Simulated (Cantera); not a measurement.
A perfectly stirred reactor is fed with 14.3 % CH4, 1.37 % CO, 16.3 % O2, 61.1 % N2, 6.99 % CO2, at 750 Torr; it is adiabatic with a 300 K inlet, and is followed from long to short residence time, starting on the burning branch (τ in s: 0.087, 0.036, 0.015, 0.0062, 0.0026, 0.0011, 0.00045, 0.00019, 7.7e-05, 3.2e-05).

Cantera simulation using GRI-Mech 3.0 (53 species, 325 reactions); the numbers are that mechanism's predictions, not measurements.

Problem. Predict: blow-out, bracketed by the residence times tried; x(CH4) at τ = 87.0 ms; x(CO) at τ = 87.0 ms; x(O2) at τ = 87.0 ms; x(H2O2) at τ = 87.0 ms; x(C2H4) at τ = 87.0 ms; x(CH4) at τ = 1.10 ms; x(CO) at τ = 1.10 ms; x(O2) at τ = 1.10 ms.

Solution. 
```json
{
  "blow_out_bracketed_by_the_residence_times_tried": "burning at 15.0 ms, out at 6.20 ms",
  "x(CH4) at τ = 87.0 ms": "0.0129",
  "x(CO) at τ = 87.0 ms": "0.0968",
  "x(O2) at τ = 87.0 ms": "0.00298",
  "x(H2O2) at τ = 87.0 ms": "1.70e-8",
  "x(C2H4) at τ = 87.0 ms": "0.000427",
  "x(CH4) at τ = 1.10 ms": "0.143",
  "x(CO) at τ = 1.10 ms": "0.0137",
  "x(O2) at τ = 1.10 ms": "0.163"
}
```
